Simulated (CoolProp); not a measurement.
Properties of R1234ze(Z) along the isotherm 440 K (Tc = 423.3 K, pc = 35.31 bar, ω = 0.327).

Values from CoolProp's reference Helmholtz-energy equation of state, Akasaka 2019.

```tsv
p (bar)	phase	Z	cp (kJ/(kg K))	speed of sound (m/s)	Joule-Thomson coefficient (K/MPa)	isothermal compressibility (1/MPa)
0.279	gas	0.9974	1.068	___	10.11	35.94
0.573	gas	0.9947	1.070	184.7	10.13	17.55
1.18	gas	0.9890	1.073	183.9	10.17	8.569
2.42	gas	0.9773	1.081	___	10.26	4.229
4.96	gas	___	1.099	___	10.45	2.119
10.2	gas	0.9002	1.141	170.1	___	1.096
20.9	gas	0.7803	1.275	___	12.00	0.6344
43	supercritical	0.3988	3.737	100.3	14.13	0.9316
88.3	supercritical	0.3464	1.774	___	___	0.03217
```

### Question
Complete the blanks.

### Answer

- 0.279, speed of sound (m/s): 185.2
- 2.42, speed of sound (m/s): 182.1
- 4.96, Z: 0.9529
- 4.96, speed of sound (m/s): 178.3
- 10.2, Joule-Thomson coefficient (K/MPa): 10.88
- 20.9, speed of sound (m/s): 151.2
- 88.3, speed of sound (m/s): 251.3
- 88.3, Joule-Thomson coefficient (K/MPa): 1.246

The peak of cp marks the crossing from liquid-like to gas-like fluid above the critical point.
